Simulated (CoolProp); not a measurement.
Vapour-liquid equilibrium of m-xylene (1) + o-xylene (2) at 0.00769 MPa; x and y are mole fractions of (1).

Model: multi-fluid Helmholtz-energy mixture model, Zhou 2012 and Zhou 2012; pair parameters Bell 2016, in CoolProp.

### Question
Give the bubble temperature and the first vapour's composition at x = 0.2, 0.65, 0.95. Is there an azeotrope?

### Answer
x = 0.2: 340.1 K, y = 0.231; x = 0.65: 338.0 K, y = 0.692; x = 0.95: 336.8 K, y = 0.958. No azeotrope shows between x = 0.05 and 0.95.

The pair parameters rest on a limited set of measurements; away from them the model extrapolates.
